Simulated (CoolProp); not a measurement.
A closed Brayton cycle with nitrogen: compressor inlet 331.15 K and 2.7 MPa, high pressure 5.5 MPa, turbine inlet 670 K, compressor efficiency 0.8, turbine efficiency 0.93, recuperator effectiveness 0.95 (on enthalpy, no pinch check). Each further row changes one setting.

Values from CoolProp's reference Helmholtz-energy equation of state, Span 2000.

```tsv
case	thermal efficiency (%)	net work (kJ/kg)	compressor to turbine work	compressor exit (K)	turbine exit (K)
as stated	18.0	23.5	0.81	424.8	558.7
turbine inlet 620 K	12.0	14.4	…	424.8	516.1
compressor inlet 341.15 K	15.8	20.5	0.83	437.5	558.7
high pressure 4.67 MPa	20.6	22.0	0.77	…	…
recuperator effectiveness 0.5	…	23.5	0.81	424.8	558.7
```

Some entries are withheld; supply them.


- turbine inlet 620 K, compressor to turbine work: 0.87
- high pressure 4.67 MPa, compressor exit (K): 401.6
- high pressure 4.67 MPa, turbine exit (K): 582.6
- recuperator effectiveness 0.5, thermal efficiency (%): 12.1
